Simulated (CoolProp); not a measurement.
Cyclohexane along the isotherm 580.5 K: Z from the reference equation and from simpler models built on Tc = 553.6 K, pc = 4.081 MPa, ω = 0.209; each cubic takes its own stable root.

Model: reference Helmholtz-energy equation of state, Zhou 2014, in CoolProp.

```
p (MPa)          phase  reference  van der Waals  Redlich-Kwong  Soave-Redlich-Kwong  Peng-Robinson
-------  -------------  ---------  -------------  -------------  -------------------  -------------
1.57               gas     0.8780            ___         0.8769               0.8796         0.8663
3.14               gas     0.7269            ___         0.7260               0.7341         0.7096
4.71     supercritical     0.5041         0.4768         0.4989               0.5280         0.4988
6.28     supercritical     0.3092         0.3797         0.3462               0.3653         0.3370
7.85     supercritical     0.3296         0.4286         0.3712               0.3824         0.3488
9.42     supercritical     0.3689            ___         0.4104               0.4193         0.3807
11       supercritical     0.4118         0.5435         0.4529               0.4608         0.4173
12.6     supercritical     0.4563         0.6028            ___               0.5040         0.4558
14.1     supercritical     0.4981         0.6582         0.5379               0.5448         0.4921
15.7     supercritical     0.5425         0.7169            ___               0.5882            ___
17.3     supercritical     0.5867         0.7751         0.6250               0.6313         0.5696
18.8     supercritical        ___         0.8293         0.6653               0.6715         0.6056
20.4     supercritical     0.6714         0.8867         0.7079               0.7140         0.6437
```

Problem. Fill in the missing entries.

Solution. 
- 1.57, van der Waals: 0.8883
- 3.14, van der Waals: 0.7437
- 9.42, van der Waals: 0.4851
- 12.6, Redlich-Kwong: 0.4967
- 15.7, Redlich-Kwong: 0.5816
- 15.7, Peng-Robinson: 0.5309
- 18.8, reference: 0.6278
